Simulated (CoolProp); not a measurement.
Vapour-liquid equilibrium of n-hexane (1) + toluene (2) at 0.397 MPa; x and y are mole fractions of (1).

The numbers come from the multi-fluid Helmholtz-energy mixture model, Thol 2019 and Lemmon 2006; pair parameters Bell 2016 in CoolProp.

Problem. Give the bubble temperature and the first vapour's composition at x = 0.2, 0.65, 0.95. Is there an azeotrope?

Solution. x = 0.2: 423.0 K, y = 0.417; x = 0.65: 402.8 K, y = 0.813; x = 0.95: 394.1 K, y = 0.975. No azeotrope shows between x = 0.05 and 0.95.

The pair parameters rest on a limited set of measurements; away from them the model extrapolates.
